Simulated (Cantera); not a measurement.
Cantera run, input and output.

```python
import numpy as np
import cantera as ct

gas = ct.Solution("gri30.yaml")
gas.TPX = 1050, 1000000, {'H2': 1, 'O2': 0.417, 'N2': 1.57, 'H2O': 0.0054}
reactor = ct.IdealGasReactor(gas, energy="on", clone=False)
net = ct.ReactorNet([reactor])
net.rtol, net.atol = 1e-08, 1e-16
show = ['H2', 'O2', 'N2O', 'H2O2', 'NO', 'OH', 'HO2']
times = np.geomspace(4e-06, 2, 15)

steps = ct.SolutionArray(gas, extra=["t"])
rows = []
print(f"{'t/s':>10s}{'T/K':>9s}{'P/Pa':>11s}" + "".join(f"{s:>11s}" for s in show))
for t in times:
    while net.time < t:
        t_next = net.step()
        steps.append(gas.state, t=t_next)
    rows.append([np.interp(t, steps.t, y) for y in (steps.T, steps.P, *steps(*show).X.T)])
    print(f"{t:10.3e}{rows[-1][0]:9.1f}{rows[-1][1]:11.4g}" + "".join(f"{x:11.3e}" for x in rows[-1][2:]))
rate = np.gradient(steps.T, steps.t)
print("integrator steps:", len(steps.t))
if steps.T.max() > steps.T[0] + 200:
    print(f"time of steepest temperature rise: {steps.t[rate.argmax()]:.4e} s")
gas.TPX = 1050, 1000000, {'H2': 1, 'O2': 0.417, 'N2': 1.57, 'H2O': 0.0054}
gas.equilibrate("UV")
print(f"equilibrium (UV): T = {gas.T:.1f} K  " + "  ".join(f"{s} {gas[s].X[0]:.3e}" for s in show))
```

Result:

```
       t/s      T/K       P/Pa         H2         O2        N2O       H2O2         NO         OH        HO2
 4.000e-06   1050.0      1e+06  3.342e-01  1.394e-01  5.794e-16  1.008e-10  5.754e-22  6.567e-12  1.119e-08
 1.021e-05   1050.0      1e+06  3.342e-01  1.394e-01  1.927e-15  6.736e-10  1.721e-21  7.054e-12  2.913e-08
 2.607e-05   1050.0      1e+06  3.342e-01  1.394e-01  7.610e-15  4.433e-09  5.304e-21  8.570e-12  7.579e-08
 6.657e-05   1050.0      1e+06  3.342e-01  1.394e-01  3.750e-14  2.897e-08  2.028e-20  1.427e-11  2.027e-07
 1.700e-04   1050.0      1e+06  3.342e-01  1.394e-01  2.331e-13  1.951e-07  1.403e-19  4.231e-11  6.128e-07
 4.339e-04   1050.0      1e+06  3.342e-01  1.393e-01  2.175e-12  1.741e-06  3.881e-18  2.705e-10  2.971e-06
 1.108e-03   1051.1  1.001e+06  3.341e-01  1.393e-01  4.561e-11  4.365e-05  7.795e-16  5.897e-09  2.689e-05
 2.828e-03   3128.1  2.621e+06  7.731e-02  2.493e-03  1.333e-06  1.544e-06  5.260e-03  1.721e-02  7.327e-06
 7.221e-03   3128.1  2.621e+06  7.731e-02  2.493e-03  1.333e-06  1.544e-06  5.260e-03  1.721e-02  7.327e-06
 1.844e-02   3128.1  2.621e+06  7.731e-02  2.493e-03  1.333e-06  1.544e-06  5.260e-03  1.721e-02  7.327e-06
 4.707e-02   3128.1  2.621e+06  7.731e-02  2.493e-03  1.333e-06  1.544e-06  5.260e-03  1.721e-02  7.327e-06
 1.202e-01   3128.1  2.621e+06  7.731e-02  2.493e-03  1.333e-06  1.544e-06  5.260e-03  1.721e-02  7.327e-06
 3.068e-01   3128.1  2.621e+06  7.731e-02  2.493e-03  1.333e-06  1.544e-06  5.260e-03  1.721e-02  7.327e-06
 7.834e-01   3128.1  2.621e+06  7.731e-02  2.493e-03  1.333e-06  1.544e-06  5.260e-03  1.721e-02  7.327e-06
 2.000e+00   3128.1  2.621e+06  7.731e-02  2.493e-03  1.333e-06  1.544e-06  5.260e-03  1.721e-02  7.327e-06
integrator steps: 1626
time of steepest temperature rise: 2.4101e-03 s
equilibrium (UV): T = 3128.1 K  H2 7.731e-02  O2 2.493e-03  N2O 1.333e-06  H2O2 1.544e-06  NO 5.260e-03  OH 1.721e-02  HO2 7.327e-06
```

Cantera simulation using GRI-Mech 3.0 (53 species, 325 reactions); the numbers are that mechanism's predictions, not measurements. The hydrogen kinetics of GRI-Mech 3.0 are dated; newer H2 mechanisms differ, most at raised pressure. Above 3000 K some thermodynamic fits are extrapolated.
